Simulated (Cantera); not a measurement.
Source: NASA polynomial tables (part measured, part estimated), evaluated in Cantera. Values are per mole of reaction as written; species without (g) are pure solids or liquids, kept so even where they would boil at 1 bar.

Between 300 and 1025 K, where is each reaction favourable under standard conditions?
- HF(g) + LiCl ⇌ Li + F(g) + HCl(g)


- HF(g) + LiCl ⇌ Li + F(g) + HCl(g): ΔG° is 625 kJ at 300 K and 523 kJ at 1025 K; it stays positive (K < 1). ΔH° is 647 kJ and ΔS° 120 J/K at 1025 K.
